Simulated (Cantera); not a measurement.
A Cantera script and what it prints.

```python
import numpy as np
import cantera as ct

gas_names = """
    AL ALCL ALCL2 ALCL3 ALH ALO ALOCL ALOH ALO2 ALO2H AL2 AL2CL6 AL2O AL2O2 CL CLO CL2 H HALO HCL HOCL
    HO2 H2 H2O H2O2 O OH O2 O3
""".split()
cond_names = """
    AL(cr) AL(L) ALCL3(s) ALCL3(L) AL2O3(a) AL2O3(L) H2O(s) H2O(L)
""".split()


# ... load() reads the species with a 1 bar reference pressure and builds the phases ...
atoms = {
    'AlCl3': {'AL': 1, 'CL': 3},
    'O2': {'O': 2},
    'H2': {'H': 2},
}
top_T = {}  # K; cautious upper limits of use, not melting points


# ... equilibrate(T, P, feed) seeds the gas with the atoms and calls Mixture.equilibrate('TP', solver="vcs", rtol=1e-11, max_steps=5000) ...
results = []
feed = {'AlCl3': 1, 'O2': 1.5, 'H2': 3.6}  # mol
T = 848  # K
P = 580  # Pa
mix = equilibrate(T, P, feed)
results.append((T, P, feed, dict(zip(mix.species_names, mix.species_moles))))
print(gas.report(threshold=1e-06))
for i in range(1, mix.n_phases):
    print(f"{mix.phase(i).name:16s} {mix.phase_moles(i):12.5e} mol")
```

Output:

```
       temperature   848 K
          pressure   580 Pa
           density   0.0022196 kg/m^3
  mean mol. weight   26.982 kg/kmol
   phase of matter   gas

                          1 kg             1 kmol
                     ---------------   ---------------
          enthalpy       -4.0061e+06       -1.0809e+08  J
   internal energy       -4.2674e+06       -1.1514e+08  J
           entropy              9787        2.6407e+05  J/K
    Gibbs function       -1.2305e+07       -3.3202e+08  J
 heat capacity c_p            1229.2             33165  J/K
 heat capacity c_v            921.03             24851  J/K

                      mass frac. Y      mole frac. X     chem. pot. / RT
                     ---------------   ---------------   ---------------
               HCL           0.79483           0.58824           -42.651
                H2         0.0087903           0.11765           -24.402
               H2O           0.19638           0.29412           -65.046
     [  +26 minor]        6.3553e-10        5.3062e-10

AL(cr)            0.00000e+00 mol
ALCL3(L)          0.00000e+00 mol
AL2O3(a)          5.00000e-01 mol
```

Equilibrium computed with Cantera from the NASA thermochemical tables; the gas is ideal and each condensed phase is pure. Condensed phases not in the tables: AlOCl.
